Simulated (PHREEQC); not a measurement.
Model water analysis in mg/kgw, 25 °C, pH 3.53, pe 12.5: Na 18.4; K 1.38; Ca 176; Mg 11.8; Cl 126; S(6) as SO4 387; Zn 3.25; Si as SiO2 19.4; N(5) as NO3 0.162; O(0) (dissolved oxygen) 0.438; F 0.0285.

Na is adjusted to close the charge balance.
Valence states are taken as typed.

The numbers come from PHREEQC with the ion-association model, wateq4f.dat.

Precipitation was switched off in this run.

Question: Order these Zn species by the share of Zn that they hold, largest first: ZnCl+, Zn(SO4)2-2, ZnSO4, Zn+2.

Answer: Zn+2 (78 %), ZnSO4 (21 %), Zn(SO4)2-2 (0.52 %), ZnCl+ (0.46 %)

The pH is 3.53 and the ionic strength 0.0168 mol/kgw. The solution is supersaturated, for example in Quartz (slow to form), Chalcedony (slow to form), so a real one may precipitate; this is no full list. SiF6-2 is the database's only silicon fluoride.
